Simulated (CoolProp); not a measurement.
Vapour-liquid equilibrium of R134a (1) + R142b (2) at -63.75 °C; x and y are mole fractions of (1).

Values from CoolProp's multi-fluid Helmholtz-energy mixture model, Tillner-Roth 1994 and Lemmon 2006; pair parameters Bell 2016.

| x | bubble pressure (MPa) | y at the bubble point | dew pressure at overall composition x (MPa) | liquid density (mol/L) |
|---|---|---|---|---|
| 0.05 | 0.006040 | [?] | 0.005708 | 13.11 |
| 0.2 | [?] | 0.403 | [?] | 13.30 |
| 0.35 | 0.008711 | 0.575 | [?] | [?] |
| 0.5 | 0.009768 | 0.697 | 0.008134 | [?] |
| 0.65 | 0.01068 | 0.794 | 0.009345 | 13.96 |
| 0.8 | [?] | 0.880 | 0.01074 | 14.20 |
| 0.95 | 0.01218 | [?] | 0.01204 | 14.46 |

**Question.** Complete the blanks.

**Answer.** 
- 0.05, y at the bubble point: 0.131
- 0.2, bubble pressure (MPa): 0.007474
- 0.2, dew pressure at overall composition x (MPa): 0.006353
- 0.35, dew pressure at overall composition x (MPa): 0.007147
- 0.35, liquid density (mol/L): 13.51
- 0.5, liquid density (mol/L): 13.73
- 0.8, bubble pressure (MPa): 0.01147
- 0.95, y at the bubble point: 0.968

No azeotrope shows between x = 0.05 and 0.95.

Pair parameters are fitted to limited data, so mixtures are less certain than the pure fluids.
